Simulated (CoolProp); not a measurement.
Saturation properties of R143a.

Computed with CoolProp (reference Helmholtz-energy equation of state, Lemmon and Jacobsen 2000).

| T (K) | p (bar) | vapour density (kg/m³) | liquid cp (kJ/(kg K)) |
|---|---|---|---|
| 177.9 | 0.04998 | 0.2861 | 1.226 |
| 185.9 | 0.09372 | 0.5152 | 1.238 |
| 193.9 | 0.1654 | 0.8760 | 1.252 |
| 202 | 0.2788 | 1.426 | 1.268 |
| 210 | 0.4460 | 2.211 | 1.285 |
| 218 | ___ | 3.306 | 1.304 |
| 226 | 1.018 | 4.788 | 1.325 |
| 234 | 1.465 | 6.748 | 1.347 |
| 242 | ___ | 9.291 | 1.372 |
| 250 | 2.805 | 12.54 | 1.398 |
| 258 | 3.754 | ___ | 1.428 |
| 266 | 4.929 | 21.72 | 1.461 |
| 274.1 | 6.382 | 28.13 | 1.500 |
| 282.1 | 8.112 | 35.95 | 1.545 |
| 290.1 | 10.17 | 45.61 | 1.600 |

**Question.** Fill in the missing entries.

**Answer.** 
- 218, p (bar): 0.6856
- 242, p (bar): 2.051
- 258, vapour density (kg/m³): 16.62

It boils at 225.9 K under 1 atm.
